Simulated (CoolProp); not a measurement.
Vapour-liquid equilibrium of acetone (1) + n-dodecane (2) at 421.2 K; x and y are mole fractions of (1).

Model: multi-fluid Helmholtz-energy mixture model, Lemmon 2006 and Lemmon 2004; pair parameters Bell 2016, in CoolProp.

| x | bubble pressure (bar) | y at the bubble point | dew pressure at overall composition x (bar) | liquid density (mol/L) |
|---|---|---|---|---|
| 0.05 | 0.6730 | 0.791 | 0.1500 | 3.977 |
| 0.15 | 2.047 | 0.934 | 0.1677 | (withheld) |
| 0.25 | 3.556 | 0.963 | 0.1901 | 4.649 |
| 0.35 | 4.915 | 0.974 | 0.2193 | 5.054 |
| 0.45 | 5.999 | 0.979 | 0.2590 | 5.521 |
| 0.55 | (withheld) | 0.983 | 0.3160 | (withheld) |
| 0.65 | 7.563 | 0.985 | 0.4050 | 6.721 |
| 0.75 | 8.307 | 0.988 | 0.5640 | 7.522 |
| 0.85 | (withheld) | 0.992 | 0.9298 | 8.536 |
| 0.95 | 10.33 | 0.997 | 2.690 | 9.873 |

### Question
Fill in the missing entries.

### Answer

- 0.15, liquid density (mol/L): 4.293
- 0.55, bubble pressure (bar): 6.841
- 0.55, liquid density (mol/L): 6.068
- 0.85, bubble pressure (bar): 9.200

No azeotrope shows between x = 0.05 and 0.95.

The pair parameters rest on a limited set of measurements; away from them the model extrapolates. The gap from Raoult's law changes sign with composition, which may be real or a fault of the pair parameters; it wasn't checked against measurements.
